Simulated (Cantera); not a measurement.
Thermodynamics of halide evaporation, hydrolysis and transport, feed CsCl + H2

Charge: 1 mol CsCl, 11 mol H2, held at 0.520 Pa.

Method: chemical equilibrium by Gibbs-energy minimisation in Cantera with the NASA 1993 tables (ideal gas, pure condensed phases). Candidate condensed phases: Cs, CsCl; 9 gas species. The numbers say what is thermodynamically allowed, not how fast it happens.

```json
[
 {"T (K)": "1200", "x H2": "0.916", "x CsCl": "0.0824", "x Cs": "0.000850", "x HCl": "0.000850", "x H": "8.28e-5"},
 {"T (K)": "1225", "x H2": "0.916", "x CsCl": "0.0822", "x Cs": "0.00107", "x HCl": "0.00107", "x H": "0.000131"},
 {"T (K)": "1250", "x H2": "0.915", "x CsCl": "0.0819", "x Cs": "0.00133", "x HCl": "0.00133", "x H": "0.000203"},
 {"T (K)": "1275", "x H2": "0.915", "x CsCl": "0.0816", "x Cs": "0.00163", "x HCl": "0.00163", "x H": "0.000309"},
 {"T (K)": "1300", "x H2": "0.914", "x CsCl": "0.0812", "x Cs": "0.00199", "x HCl": "0.00199", "x H": "0.000464"},
 {"T (K)": "1325", "x H2": "0.914", "x CsCl": "0.0808", "x Cs": "0.00242", "x HCl": "0.00241", "x H": "0.000686"},
 {"T (K)": "1350", "x H2": "0.913", "x CsCl": "0.0803", "x Cs": "0.00290", "x HCl": "0.00290", "x H": "0.000999"},
 {"T (K)": "1375", "x H2": "0.912", "x CsCl": "0.0797", "x Cs": "0.00346", "x HCl": "0.00346", "x H": "0.00143"},
 {"T (K)": "1400", "x H2": "0.911", "x CsCl": "0.0790", "x Cs": "0.00411", "x HCl": "0.00410", "x H": "0.00204"},
 {"T (K)": "1425", "x H2": "0.909", "x CsCl": "0.0782", "x Cs": "0.00483", "x HCl": "0.00482", "x H": "0.00285"},
 {"T (K)": "1450", "x H2": "0.907", "x CsCl": "0.0773", "x Cs": "0.00565", "x HCl": "0.00563", "x H": "0.00395"},
 {"T (K)": "1475", "x H2": "0.905", "x CsCl": "0.0763", "x Cs": "0.00657", "x HCl": "0.00653", "x H": "0.00541"},
 {"T (K)": "1500", "x H2": "0.902", "x CsCl": "0.0751", "x Cs": "0.00758", "x HCl": "0.00753", "x H": "0.00733"}
]
```
x: gas mole fraction; nothing condenses.

From 1200 K to 1500 K nothing is condensed. The main Cs-bearing gas is CsCl throughout.
